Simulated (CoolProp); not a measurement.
Vapour-liquid equilibrium of n-hexane (1) + o-xylene (2) at 469.9 K; x and y are mole fractions of (1).

The numbers come from the multi-fluid Helmholtz-energy mixture model, Thol 2019 and Zhou 2012; pair parameters Bell 2016 in CoolProp.

```json
[
 {"x": "0.05", "bubble pressure, mixture model (bar)": "4.087", "bubble pressure, Raoult's law (bar)": "4.084", "y, mixture model": "0.192", "y, Raoult's law": "0.210"},
 {"x": "0.125", "bubble pressure, mixture model (bar)": "5.108", "bubble pressure, Raoult's law (bar)": "5.116", "y, mixture model": "0.383", "y, Raoult's law": "0.419"},
 {"x": "0.2", "bubble pressure, mixture model (bar)": "6.111", "bubble pressure, Raoult's law (bar)": "6.147", "y, mixture model": "0.511", "y, Raoult's law": "0.558"},
 {"x": "0.275", "bubble pressure, mixture model (bar)": "7.097", "bubble pressure, Raoult's law (bar)": "7.179", "y, mixture model": "0.603", "y, Raoult's law": "0.657"},
 {"x": "0.35", "bubble pressure, mixture model (bar)": "8.071", "bubble pressure, Raoult's law (bar)": "8.211", "y, mixture model": "0.673", "y, Raoult's law": "0.731"},
 {"x": "0.425", "bubble pressure, mixture model (bar)": "9.037", "bubble pressure, Raoult's law (bar)": "9.242", "y, mixture model": "0.730", "y, Raoult's law": "0.789"},
 {"x": "0.5", "bubble pressure, mixture model (bar)": "10.00", "bubble pressure, Raoult's law (bar)": "10.27", "y, mixture model": "0.777", "y, Raoult's law": "0.835"},
 {"x": "0.575", "bubble pressure, mixture model (bar)": "10.97", "bubble pressure, Raoult's law (bar)": "11.31", "y, mixture model": "0.817", "y, Raoult's law": "0.872"},
 {"x": "0.65", "bubble pressure, mixture model (bar)": "11.96", "bubble pressure, Raoult's law (bar)": "12.34", "y, mixture model": "0.853", "y, Raoult's law": "0.904"},
 {"x": "0.725", "bubble pressure, mixture model (bar)": "12.97", "bubble pressure, Raoult's law (bar)": "13.37", "y, mixture model": "0.886", "y, Raoult's law": "0.930"},
 {"x": "0.8", "bubble pressure, mixture model (bar)": "14.02", "bubble pressure, Raoult's law (bar)": "14.40", "y, mixture model": "0.918", "y, Raoult's law": "0.953"},
 {"x": "0.875", "bubble pressure, mixture model (bar)": "15.12", "bubble pressure, Raoult's law (bar)": "15.43", "y, mixture model": "0.948", "y, Raoult's law": "0.972"},
 {"x": "0.95", "bubble pressure, mixture model (bar)": "16.30", "bubble pressure, Raoult's law (bar)": "16.46", "y, mixture model": "0.979", "y, Raoult's law": "0.990"}
]
```

The largest gap from Raoult's law is -3.1 % in bubble pressure, at x = 0.65. No azeotrope shows between x = 0.05 and 0.95.

The pair parameters rest on a limited set of measurements; away from them the model extrapolates.
